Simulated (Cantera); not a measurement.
An adiabatic, constant-volume homogeneous reactor starts with CH₄ : CO : O₂ : N₂ : H₂O = 1 : 0.74 : 0.988 : 3.71 : 0.02 (molar parts), equivalence ratio 2.4, at 1375 K and 101000 Pa.

Model: GRI-Mech 3.0 (53 species, 325 reactions), integrated in Cantera.

**Question.** Predict: time of steepest temperature rise; temperature at 0.800 s; equilibrium temperature; x(CO) at 0.800 s; x(O₂) at 0.800 s; x(HCO) at 0.800 s; x(N₂O) at 0.800 s.

**Answer.** 
```
Quantity                                                            Result
---------------------------------  ---------------------------------------
time of steepest temperature rise                                  8.94 ms
temperature at 0.800 s                                              2578 K
equilibrium temperature                                             2578 K
x(CO) at 0.800 s                       0.209 (gas-phase equilibrium 0.209)
x(O₂) at 0.800 s                   1.63e-5 (gas-phase equilibrium 1.63e-5)
x(HCO) at 0.800 s                  5.48e-7 (gas-phase equilibrium 5.48e-7)
x(N₂O) at 0.800 s                  1.20e-8 (gas-phase equilibrium 1.20e-8)
```
